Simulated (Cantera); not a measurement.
An adiabatic, constant-volume homogeneous reactor starts with 8.06 % CH4, 16.6 % O2, 62.4 % N2, 12.9 % CO2, at 1800 K and 7.90 bar.

Model: GRI-Mech 3.0 (53 species, 325 reactions), integrated in Cantera.

Q: Predict: time of steepest temperature rise; temperature at 0.600 s; equilibrium temperature; x(O2) at 0.600 s; x(CO2) at 0.600 s; x(H2O) at 0.600 s; x(NO2) at 0.600 s.

A: 
* **time of steepest temperature rise**: 21.9 µs
* **temperature at 0.600 s**: 2928 K
* **equilibrium temperature**: 2928 K
* **x(O2) at 0.600 s**: 0.0266 (gas-phase equilibrium 0.0266)
* **x(CO2) at 0.600 s**: 0.141 (gas-phase equilibrium 0.141)
* **x(H2O) at 0.600 s**: 0.136 (gas-phase equilibrium 0.136)
* **x(NO2) at 0.600 s**: 1.07e-5 (gas-phase equilibrium 1.07e-5)
